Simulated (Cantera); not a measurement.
A Cantera script and its output.

```python
import numpy as np
import cantera as ct

surf = ct.Interface("diamond.yaml", "diamond_100")
gas, bulk = surf.adjacent["gas"], surf.adjacent["diamond"]
k = surf.kinetics_species_index(bulk.species_names[0])
cover = ["c6HH", "c6H*", "c6*H", "c6**", "c6HM", "c6B"]

rows, drift = [], 0.0
print(f"{'xH':>10s}{'um/h':>11s}" + "".join(f"{s:>11s}" for s in cover))
for v in [0.0001, 0.0002, 0.00039, 0.00078, 0.0015, 0.003, 0.006, 0.012, 0.024]:
    T, P, xH, xCH3 = 1323, 17000, v, 0.00019
    gas.TPX = T, P, {"H": xH, "CH3": xCH3, "CH4": 0.012, "H2": 1 - xH - xCH3 - 0.012}
    surf.TP = bulk.TP = T, P
    surf.coverages = "c6H*:0.1, c6HH:0.9"
    surf.advance_coverages(100.0)
    before = surf.coverages
    surf.advance_coverages(100.0)
    drift = max(drift, np.max(np.abs(surf.coverages - before) / (surf.coverages + 1e-9)))
    rate = surf.net_production_rates[k] * bulk.mean_molecular_weight / bulk.density * 3.6e9
    rows.append([rate, *surf[cover].coverages])
    print(f"{v:10.4g}{rate:11.4e}" + "".join(f"{x:11.3e}" for x in rows[-1][1:]))
```

Result:

```
        xH       um/h       c6HH       c6H*       c6*H       c6**       c6HM        c6B
    0.0001 2.5785e-01  6.715e-01  2.858e-02  2.941e-01  3.781e-03  3.610e-04  6.997e-10
    0.0002 7.7372e-01  5.678e-01  3.725e-02  3.833e-01  8.639e-03  4.996e-04  2.100e-09
   0.00039 1.7390e+00  4.887e-01  4.356e-02  4.481e-01  1.609e-02  6.349e-04  4.719e-09
   0.00078 3.2632e+00  4.333e-01  4.763e-02  4.899e-01  2.569e-02  7.616e-04  8.855e-09
    0.0015 5.1549e+00  4.016e-01  4.972e-02  5.111e-01  3.451e-02  8.493e-04  1.399e-08
     0.003 7.7804e+00  3.824e-01  5.087e-02  5.224e-01  4.180e-02  8.892e-04  2.111e-08
     0.006 1.1507e+01  3.721e-01  5.150e-02  5.277e-01  4.658e-02  8.625e-04  3.123e-08
     0.012 1.6886e+01  3.668e-01  5.197e-02  5.301e-01  4.941e-02  7.655e-04  4.582e-08
     0.024 2.3920e+01  3.642e-01  5.252e-02  5.310e-01  5.105e-02  6.097e-04  6.491e-08
```

Model: the Harris–Goodwin 1993 mechanism for the reconstructed diamond (100) surface, integrated in Cantera.
